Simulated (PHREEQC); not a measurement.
Synthetic water in mg/L, 25 °C, pH 6.38, pe -0.6:

| constituent | mg/L |
|---|---|
| Na | 262 |
| K | 350 |
| Ca | 175 |
| Mg | 13.8 |
| Cl | 314 |
| S(6) as SO4 | 362 |
| Alkalinity as HCO3 | 835 |
| Si as SiO2 | 7.23 |
| N(-3) as NH4 | 0.102 |
| Fe(2) | 11.4 |
| Mn(2) | 0.304 |

Na is adjusted to close the charge balance.
Valence states are taken as typed.

Model: ion-association model, phreeqc.dat, run in PHREEQC.

**Question.** The ionic strength comes out as 0.0354 mol/kgw. What activity coefficients do SO4-2, Ca+2, FeHCO3+, MnHCO3+, NaSO4- get?

**Answer.** SO4-2 0.51, Ca+2 0.52, FeHCO3+ 0.84, MnHCO3+ 0.85, NaSO4- 0.85.

No solid was allowed to form. Saturation is exceeded, for instance for Siderite, Quartz (slow to form); the values hold only as long as no solid forms. Complexes and solids missing from the database can't appear.
